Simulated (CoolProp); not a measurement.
Vapour-liquid equilibrium of propane (1) + R134a (2) at 191 kPa; x and y are mole fractions of (1).

The numbers come from the multi-fluid Helmholtz-energy mixture model, Lemmon 2009 and Tillner-Roth 1994; pair parameters Bell 2016 in CoolProp.

| x | bubble temperature (°C) | y at the bubble point | dew temperature at overall composition x (°C) | liquid density (mol/L) |
|---|---|---|---|---|
| 0.05 | -19.7 | 0.316 | -12.5 | 13.19 |
| 0.2 | -29.9 | 0.600 | -16.4 | 13.21 |
| 0.35 | -31.8 | 0.650 | -20.8 | 13.04 |
| 0.5 | -32.0 | 0.660 | -26.0 | 12.88 |
| 0.65 | -32.1 | 0.671 | -31.8 | 12.80 |
| 0.8 | -31.9 | 0.713 | -30.5 | 12.79 |
| 0.95 | -29.2 | 0.870 | -27.7 | 12.79 |

y crosses x between x = 0.65 and 0.8: the model has an azeotrope there.

Pair parameters are fitted to limited data, so mixtures are less certain than the pure fluids. With so large a gap from Raoult's law the liquid may split in two, which this calculation doesn't test in full.
